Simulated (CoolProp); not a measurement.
Values from CoolProp's reference Helmholtz-energy equation of state, Tillner-Roth 1997.

Give the vapour pressure (MPa), liquid density (kg/m³), vapour density (kg/m³), liquid cp (kJ/(kg K)) of saturated CH2F2 (R32) at -30.05, -6.05, 9.95 °C.


| T (°C) | p (MPa) | liquid density (kg/m³) | vapour density (kg/m³) | liquid cp (kJ/(kg K)) |
|---|---|---|---|---|
| -30.05 | 0.273 | 1150 | 7.62 | 1.63 |
| -6.05 | 0.667 | 1080 | 18.1 | 1.72 |
| 9.95 | 1.11 | 1020 | 30.2 | 1.81 |
